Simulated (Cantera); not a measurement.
A perfectly stirred reactor is fed with CH₄ : C₂H₆ : O₂ : N₂ : H₂O = 1 : 0.89 : 7.75 : 29.1 : 0.059 (molar parts), equivalence ratio 0.66, at 180000 Pa; it is adiabatic with a 775 K inlet, and is followed from long to short residence time, starting on the burning branch (τ in s: 0.42, 0.16, 0.062, 0.024, 0.0092, 0.0036, 0.0014, 0.00053, 0.0002, 7.8e-05).

Model: GRI-Mech 3.0 (53 species, 325 reactions), integrated in Cantera.

One state of this run: T (K) = 2148; x CH₄ = 5.16e-7; x C₂H₆ = 6.31e-8; x O₂ = 0.0658; x N₂O = 4.63e-7; x NO₂ = 1.86e-6. x: mole fraction; the columns are a selection and need not sum to one.

Which value of τ (s) does it belong to?
A. 0.16
B. 0.0092
C. 0.062
D. 0.024

A, 0.16
